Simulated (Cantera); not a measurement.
Feed: 1 mol Cr, 1.2 mol NH3, held at 1725 °C.

Method: chemical equilibrium by Gibbs-energy minimisation in Cantera with the NASA 1993 tables (ideal gas, pure condensed phases). Candidate condensed phases: Cr, CrN, Cr2N; 11 gas species. Rates play no part.

Question: Which condensed phases are stable at each of these points (P (Pa)): 0.100, 1, 10, 100, 1000, 10000, 100000, 1000000?

Answer: 
```json
[
 {"P (Pa)": "0.100", "condensed phases": "gas only", "Cr condensed (%)": "0.0"},
 {"P (Pa)": "1", "condensed phases": "gas only", "Cr condensed (%)": "0.0"},
 {"P (Pa)": "10", "condensed phases": "gas only", "Cr condensed (%)": "0.0"},
 {"P (Pa)": "100", "condensed phases": "gas only", "Cr condensed (%)": "0.0"},
 {"P (Pa)": "1000", "condensed phases": "Cr(s)", "Cr condensed (%)": "69.5"},
 {"P (Pa)": "10000", "condensed phases": "Cr(s)", "Cr condensed (%)": "97.3"},
 {"P (Pa)": "100000", "condensed phases": "Cr(s)", "Cr condensed (%)": "99.7"},
 {"P (Pa)": "1000000", "condensed phases": "Cr(s)", "Cr condensed (%)": "100.0"}
]
```

From 0.100 Pa to 1.00 mbar nothing is condensed. From 10.0 mbar to 10.0 bar the condensed part is Cr(s).
